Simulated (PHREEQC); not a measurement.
0.05 mol of Zn5(OH)8Cl2 (Zn5(OH)8Cl2) is brought to equilibrium with 1 kg of water holding 0.001 mol/kgw NaCl, at 25 °C, the pH being set by adding NaOH or HCl. Oxygen is held at 0.21 atm. The system is closed to CO2. Names ending in (a), (am) or -a are amorphous solids. Only these solids could form: Zn5(OH)8Cl2, Zn(OH)2-a.

Base run: PHREEQC, ion-association model, wateq4f.dat. Each further column changes one thing. The table gives Zn+2 (mol/kgw).

```json
[
 {"pH": "4", "base": "0.187", "all activity coefficients set to 1": "0.113", "Davies equation for every ion": "0.174"},
 {"pH": "4.7", "base": "0.187", "all activity coefficients set to 1": "0.113", "Davies equation for every ion": "0.174"},
 {"pH": "5.75", "base": "0.186", "all activity coefficients set to 1": "0.0661", "Davies equation for every ion": "0.174"},
 {"pH": "6.8", "base": "0.00650", "all activity coefficients set to 1": "0.00424", "Davies equation for every ion": "0.00670"},
 {"pH": "7.5", "base": "0.000721", "all activity coefficients set to 1": "0.000581", "Davies equation for every ion": "0.000725"},
 {"pH": "8.2", "base": "6.76e-5", "all activity coefficients set to 1": "5.75e-5", "Davies equation for every ion": "6.78e-5"},
 {"pH": "9.25", "base": "1.11e-6", "all activity coefficients set to 1": "8.91e-7", "Davies equation for every ion": "1.11e-6"},
 {"pH": "10.3", "base": "1.32e-8", "all activity coefficients set to 1": "7.09e-9", "Davies equation for every ion": "1.38e-8"},
 {"pH": "11", "base": "7.13e-10", "all activity coefficients set to 1": "2.84e-10", "Davies equation for every ion": "7.67e-10"}
]
```
